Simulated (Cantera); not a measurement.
An isothermal plug-flow reactor at 650 K and 0.200 bar (inlet), inlet velocity 0.8 m/s, active area per volume 340 1/m; feed H2 : O2 : N2 : H2O = 0.01 : 0.11 : 0.79 : 0.022 (molar parts), equivalence ratio 0.045.

Model: Deutschmann's 1995 Pt surface mechanism with GRI-Mech 3.0 gas chemistry, integrated in Cantera. Catalytic surfaces can have several steady states; this one follows from the mechanism file's or the stated starting coverage. Mass transfer to the wall is taken as infinitely fast.

Task: What does this change do: pressure from 0.200 bar to 0.450 bar?

Result: 
```json
[
 {"quantity": "x(H2) at z = 0.017 m", "before": "0.000195", "after": "0.000237"},
 {"quantity": "x(O2) at z = 0.017 m", "before": "0.113", "after": "0.113"},
 {"quantity": "x(H2O) at z = 0.017 m", "before": "0.0343", "after": "0.0343"},
 {"quantity": "θ(free Pt) at the exit", "before": "0.00727", "after": "0.00595"},
 {"quantity": "θ(O*) at the exit", "before": "0.991", "after": "0.991"},
 {"quantity": "θ(OH*) at the exit", "before": "0.00198", "after": "0.00269"}
]
```

Task: What does this change do: temperature 650 to 500 K?

Result: 
| quantity | before | after |
|---|---|---|
| x(H2) at z = 0.017 m | 0.000195 | 0.000383 |
| x(O2) at z = 0.017 m | 0.113 | 0.113 |
| x(H2O) at z = 0.017 m | 0.0343 | 0.0341 |
| θ(free Pt) at the exit | 0.00727 | 0.00495 |
| θ(O*) at the exit | 0.991 | 0.988 |
| θ(OH*) at the exit | 0.00198 | 0.00740 |
